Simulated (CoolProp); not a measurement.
Computed with CoolProp (reference Helmholtz-energy equation of state, Thol 2019).

**Question.** For n-pentane, give the phase and the density (kg/m³), speed of sound (m/s), Joule-Thomson coefficient (K/MPa), expansivity (1/kK) at 465.9 K and 27.3 bar; 523.6 K and 27.3 bar; 569.8 K and 27.3 bar.

**Answer.** 
- 465.9 K and 27.3 bar: gas; density 85.3, speed of sound 146, Joule-Thomson coefficient 16.4, expansivity 12.9
- 523.6 K and 27.3 bar: gas; density 57.6, speed of sound 203, Joule-Thomson coefficient 7.43, expansivity 4.30
- 569.8 K and 27.3 bar: gas; density 48.8, speed of sound 228, Joule-Thomson coefficient 5.15, expansivity 3.07
